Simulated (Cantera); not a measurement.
# Thermodynamics of fluorocarbon and chlorocarbon gases, feed CF4 + F2 + H2

Feed: 1 mol CF4, 0.89 mol F2, a varied amount of H2, equilibrated at 2525 °C and 165 Torr.

Equilibrium computed with Cantera from the NASA thermochemical tables; the gas is ideal and each condensed phase is pure. Candidate condensed phases: C, C6H6, C7H8, C8H18; 95 gas species. Equilibrium is a limit: real reactors are often held back by kinetics, nucleation or transport.

From 2.2 mol H2 to 19 mol H2 the condensed part is C(graphite). The main C-bearing gas is CF2 at 2.2 mol H2 and C2H2 (acetylene) at 19 mol H2. The share of C in condensed phases is highest at 3.4 mol H2 (96.8 %) and lowest at 19 mol H2 (0.0 %).

```tsv
n(H2) (mol)	log p HF	log p H2	log p H	log p F	log p CF2	log p C2H2 (acetylene)	n C(graphite)
2.2	-0.75	-5.31	-3.74	-1.57	-1.89	-6.79	0.621
2.7	-0.69	-4.35	-3.27	-1.98	-2.71	-5.83	0.926
3.4	-0.71	-1.90	-2.04	-3.23	-5.21	-3.37	0.968
4.2	-0.76	-1.51	-1.84	-3.48	-5.71	-2.99	0.920
5.3	-0.83	-1.29	-1.74	-3.65	-6.06	-2.77	0.853
6.5	-0.89	-1.17	-1.68	-3.77	-6.31	-2.65	0.779
8.1	-0.96	-1.08	-1.63	-3.89	-6.54	-2.56	0.680
10	-1.03	-1.01	-1.59	-4.00	-6.75	-2.49	0.562
12	-1.10	-0.96	-1.57	-4.08	-6.93	-2.44	0.437
16	-1.20	-0.91	-1.54	-4.22	-7.19	-2.39	0.188
19	-1.27	-0.88	-1.53	-4.30	-7.35	-2.36	0.000420
```
log p: log10 of the partial pressure in bar; n: condensed amount in mol.
